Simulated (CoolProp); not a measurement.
A simple Rankine cycle with R134a: condensing at 314.15 K, boiler at 2.62 MPa, turbine inlet 454 K, turbine efficiency 0.9, pump efficiency 0.7, no recuperator. Each further row changes one setting.

The numbers come from the reference Helmholtz-energy equation of state, Tillner-Roth 1994 in CoolProp.

```json
[
 {"case": "as stated", "thermal efficiency (%)": "8.3", "net work (kJ/kg)": "24.8", "heat in (kJ/kg)": "300", "turbine exit temperature (K)": "420.2", "volume ratio over the turbine": "2.47"},
 {"case": "condensing temperature 306.15 K", "thermal efficiency (%)": "9.9", "net work (kJ/kg)": "30.9", "heat in (kJ/kg)": "311", "turbine exit temperature (K)": "412.8", "volume ratio over the turbine": "3.04"},
 {"case": "boiler pressure 1.83 MPa", "thermal efficiency (%)": "5.2", "net work (kJ/kg)": "16.0", "heat in (kJ/kg)": "306", "turbine exit temperature (K)": "434.1", "volume ratio over the turbine": "1.72"},
 {"case": "turbine efficiency 0.8", "thermal efficiency (%)": "7.3", "net work (kJ/kg)": "21.9", "heat in (kJ/kg)": "300", "turbine exit temperature (K)": "422.9", "volume ratio over the turbine": "2.49"}
]
```
